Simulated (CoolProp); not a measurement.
Properties of isobutane along the isotherm 301.85 °C (Tc = 134.7 °C, pc = 36.29 bar, ω = 0.184).

Model: reference Helmholtz-energy equation of state, Bücker 2006, in CoolProp.

| p (bar) | phase | Z | isothermal compressibility (1/MPa) | expansivity (1/kK) | conductivity (mW/(m K)) |
|---|---|---|---|---|---|
| 11.3 | gas | 0.9679 | 0.9141 | 1.966 | 57.1 |
| 22.7 | gas | 0.9361 | 0.4699 | 2.225 | 58.5 |
| 34 | gas | 0.9056 | 0.3234 | 2.513 | 59.8 |
| 45.4 | supercritical | 0.8761 | 0.2489 | 2.829 | 61.0 |
| 56.7 | supercritical | 0.8489 | 0.2035 | 3.156 | 62.1 |
| 68 | supercritical | 0.8243 | 0.1717 | 3.479 | 63.2 |
| 79.4 | supercritical | 0.8031 | 0.1469 | 3.772 | 64.3 |
| 90.7 | supercritical | 0.7864 | 0.1264 | 3.998 | 65.3 |

Thermal conductivity comes from a separate model (Perkins 2002).
